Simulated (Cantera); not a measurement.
What does this Cantera script print?

```python
import numpy as np
import cantera as ct

gas_names = """
    CL CL2 H HCL H2 N NH NH2 NH3 N2 N2H2 N2H4 Si SiCL SiCL2 SiCL3 SiCL4 SiH SiHCL3 SiH2 SiH2CL2 SiH3
    SiH3CL SiH4 SiN Si2 Si2N Si3
""".split()
cond_names = """
    NH4CL(a) NH4CL(b) Si(cr) Si(L) Si3N4(a)
""".split()


# ... load() reads the species with a 1 bar reference pressure and builds the phases ...
atoms = {
    'SiH2Cl2': {'Si': 1, 'H': 2, 'CL': 2},
    'N2': {'N': 2},
}
top_T = {'Si3N4(a)': 2400}  # K; cautious upper limits of use, not melting points


# ... equilibrate(T, P, feed) seeds the gas with the atoms and calls Mixture.equilibrate('TP', solver="vcs", rtol=1e-11, max_steps=5000) ...
results = []
T = 1373.15  # K
P = 48000  # Pa
for m in [2.7, 3.7, 5.2, 7.2, 10, 14, 19]:
    feed = {'SiH2Cl2': 1, 'N2': m}  # mol
    mix = equilibrate(T, P, feed)
    results.append((T, P, feed, dict(zip(mix.species_names, mix.species_moles))))
    x = sorted(zip(gas.X, gas.species_names), reverse=True)
    print(f"T = {T:g} K  P = {P:g} Pa  n(N2) = {m:g} mol  gas = {mix.phase_moles(0):.4g} mol")
    print("   x: " + "  ".join(f"{s} {v:.3e}" for v, s in x if v > 1e-05))
    print("   condensed (mol): " + ("  ".join(f"{mix.phase(i).name} {mix.phase_moles(i):.4g}"
          for i in range(1, mix.n_phases) if mix.phase_moles(i) > 1e-12) or "none"))
```

Result:

```
T = 1373.15 K  P = 48000 Pa  n(N2) = 2.7 mol  gas = 3.966 mol
   x: N2 5.521e-01  HCL 2.747e-01  H2 1.141e-01  SiCL4 5.333e-02  SiCL3 3.358e-03  SiHCL3 1.401e-03  SiCL2 9.774e-04
   condensed (mol): Si3N4(a) 0.2552
T = 1373.15 K  P = 48000 Pa  n(N2) = 3.7 mol  gas = 4.97 mol
   x: N2 6.402e-01  HCL 2.286e-01  H2 8.643e-02  SiCL4 4.034e-02  SiCL3 2.657e-03  SiHCL3 9.653e-04  SiCL2 8.091e-04
   condensed (mol): Si3N4(a) 0.2592
T = 1373.15 K  P = 48000 Pa  n(N2) = 5.2 mol  gas = 6.474 mol
   x: N2 7.219e-01  HCL 1.830e-01  H2 6.263e-02  SiCL4 2.914e-02  SiCL3 2.041e-03  SiCL2 6.607e-04  SiHCL3 6.311e-04
   condensed (mol): Si3N4(a) 0.2633
T = 1373.15 K  P = 48000 Pa  n(N2) = 7.2 mol  gas = 8.478 mol
   x: N2 7.862e-01  HCL 1.451e-01  H2 4.517e-02  SiCL4 2.093e-02  SiCL3 1.570e-03  SiCL2 5.443e-04  SiHCL3 4.122e-04
   condensed (mol): Si3N4(a) 0.267
T = 1373.15 K  P = 48000 Pa  n(N2) = 10 mol  gas = 11.28 mol
   x: N2 8.383e-01  HCL 1.131e-01  H2 3.197e-02  SiCL4 1.473e-02  SiCL3 1.194e-03  SiCL2 4.470e-04  SiHCL3 2.637e-04
   condensed (mol): Si3N4(a) 0.2708
T = 1373.15 K  P = 48000 Pa  n(N2) = 14 mol  gas = 15.29 mol
   x: N2 8.799e-01  HCL 8.638e-02  H2 2.214e-02  SiCL4 1.014e-02  SiCL3 8.944e-04  SiCL2 3.648e-04  SiHCL3 1.644e-04
   condensed (mol): Si3N4(a) 0.2744
T = 1373.15 K  P = 48000 Pa  n(N2) = 19 mol  gas = 20.29 mol
   x: N2 9.090e-01  HCL 6.703e-02  H2 1.572e-02  SiCL4 7.140e-03  SiCL3 6.840e-04  SiCL2 3.029e-04  SiHCL3 1.059e-04
   condensed (mol): Si3N4(a) 0.2776
```

These are equilibrium values from Cantera (NASA tables, ideal gas, pure condensed phases), not measurements of a reactor. N2 is the only nitrogen source here; it is nearly inert below about 1500 K, so the nitride shown seldom forms there in practice. The tables' values for SiCl3 are old estimates; treat these amounts as uncertain.
